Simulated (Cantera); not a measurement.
Charge: 1 mol MgO, 43 mol HBr, 23 mol H2, equilibrated at 1573 K and 0.00133 bar.

Method: chemical equilibrium by Gibbs-energy minimisation in Cantera with the NASA 1993 tables (ideal gas, pure condensed phases). Candidate condensed phases: Br2, H2O, Mg, MgBr2, MgO, Mg(OH)2; 20 gas species. Equilibrium is a limit: real reactors are often held back by kinetics, nucleation or transport.

Base state: HBr 0.524, H2 0.372, Br 0.0739, H2O 0.0146, MgBr2 0.0145, H 0.000679, MgBr 4.47e-5, Br2 3.88e-5 (mole fractions); condensed: gas only.

Question: What changes in the equilibrium state with this change: pressure from 0.00133 bar to 0.133 bar?

Answer: 
```
species    before    after
-------  --------  -------
HBr         0.524    0.609
H2          0.372    0.351
H2O        0.0146   0.0151
Br         0.0739  0.00884
MgBr2      0.0145   0.0151
MgBr      4.47e-5  3.87e-6
H        0.000679  6.60e-5
Br2       3.88e-5  5.55e-5
```

Question: What changes in the equilibrium state with this change: temperature from 1573 K to 1448.15 K?

Answer: 
| species | before | after |
|---|---|---|
| HBr | 0.524 | 0.581 |
| H2 | 0.372 | 0.358 |
| Br | 0.0739 | 0.0303 |
| MgBr2 | 0.0145 | 0.0149 |
| H2O | 0.0146 | 0.0149 |
| MgBr | 4.47e-5 | 9.37e-6 |
| H | 0.000679 | 0.000151 |
